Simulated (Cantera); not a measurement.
Gas mixture: O2 = 0.15 (molar parts), at 2.48 Torr, frozen composition.

Cantera's kinetic-theory transport with the Lennard-Jones parameters of GRI-Mech 3.0, ideal gas; thermal conductivity in the mixture-averaged form.

D: mixture-averaged diffusion coefficient of that species in the mixture.

```
T (K)  ρ (kg/m³)  cp (J/kg/K)  μ (µPa s)  λ (mW/m/K)     Pr  D (cm²/s) NH3  D (cm²/s) CH4  D (cm²/s) N2
-----  ---------  -----------  ---------  ----------  -----  -------------  -------------  ------------
400      0.00317        941.4       25.6        33.9  0.713            ___            116           106
550      0.00231        987.2       32.1        44.7  0.709            ___            201           183
700      0.00181         1031       37.8        55.0  0.709            ___            303           275
850      0.00149         1065       43.0        64.6  0.710            ___            421           381
1000     0.00127         1090       47.9        73.6  0.710            ___            553           500
1150     0.00110         1109       52.5        82.2  0.708            ___            699           631
1300    0.000977         1125       56.9        90.4  0.708            ___            857           774
1450    0.000876         1139       61.0        98.3  0.707            ___           1030           928
```

Some entries are withheld; supply them.


- 400, D (cm²/s) NH3: 118
- 550, D (cm²/s) NH3: 213
- 700, D (cm²/s) NH3: 329
- 850, D (cm²/s) NH3: 462
- 1000, D (cm²/s) NH3: 613
- 1150, D (cm²/s) NH3: 779
- 1300, D (cm²/s) NH3: 960
- 1450, D (cm²/s) NH3: 1160
